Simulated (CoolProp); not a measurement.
The numbers come from the reference Helmholtz-energy equation of state, Span 1996 in CoolProp.

### Question
For carbon dioxide, give the phase and the cp (kJ/(kg K)), cv (kJ/(kg K)), Joule-Thomson coefficient (K/MPa), conductivity (mW/(m K)) at 252.9 K and 0.0117 MPa; 252.9 K and 0.137 MPa; 252.9 K and 0.712 MPa.

### Answer
- 252.9 K and 0.0117 MPa: gas; cp 0.796, cv 0.607, Joule-Thomson coefficient 16.9, conductivity 13.2
- 252.9 K and 0.137 MPa: gas; cp 0.813, cv 0.613, Joule-Thomson coefficient 16.9, conductivity 13.3
- 252.9 K and 0.712 MPa: gas; cp 0.901, cv 0.647, Joule-Thomson coefficient 17.0, conductivity 13.7

Thermal conductivity comes from a separate model (Huber 2016).
